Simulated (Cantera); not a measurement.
Premixed flame

A freely propagating, adiabatic, planar premixed flame of 11.0 % CH4, 1.00 % C2H6, 18.3 % O2, 68.7 % N2, 0.959 % CO2, unburnt at 625 K and 110000 Pa; mixture-averaged transport, grid criteria slope 0.08 and curve 0.16, no radiation.

Computed with Cantera and GRI-Mech 3.0 (53 species, 325 reactions). Burning velocities carry a grid error of a few per cent, more on coarse grids.

```tsv
z (mm)	T (K)	u (m/s)	x CH4	x C2H6	x O2	x CH2O	x CH3	x C2H2
-1.26	626	0.815	0.110	0.0100	0.182	3.96e-7	1.44e-8	7.91e-8
-0.843	630	0.826	0.109	0.00994	0.181	5.33e-6	1.46e-7	1.06e-6
-0.632	648	0.855	0.107	0.00985	0.179	3.19e-5	8.54e-7	6.41e-6
-0.422	750	1.00	0.0986	0.00941	0.169	0.000262	1.40e-5	5.74e-5
-0.211	1184	1.62	0.0669	0.00656	0.126	0.00125	0.000621	0.000480
-0.105	1562	2.18	0.0371	0.00277	0.0820	0.00121	0.00292	0.00118
0	1894	2.67	0.0109	0.000225	0.0367	0.000534	0.00382	0.00193
0.105	2057	2.91	0.00172	4.75e-6	0.0120	0.000152	0.00138	0.00111
0.211	2107	2.98	0.000237	1.09e-7	0.00368	3.19e-5	0.000279	0.000346
0.422	2129	3.00	7.39e-6	<1e-8	0.000633	1.35e-6	1.07e-5	2.80e-5
0.843	2143	3.02	6.79e-8	<1e-8	0.000280	1.54e-8	1.02e-7	4.75e-7
1.69	2159	3.04	<1e-8	<1e-8	0.000176	<1e-8	<1e-8	<1e-8
3.37	2175	3.06	<1e-8	<1e-8	9.03e-5	<1e-8	<1e-8	<1e-8
```
x: mole fraction of selected species; z is measured from the peak of heat release.

| Property | Value |
|---|---|
| laminar burning velocity | 81.2 cm/s |
| thermal thickness | 0.422 mm |
| peak x(CH2O) | 0.00136 |
| peak x(CH3) | 0.00415 |
| peak x(C2H2) | 0.00193 |
| grid points | 138 |
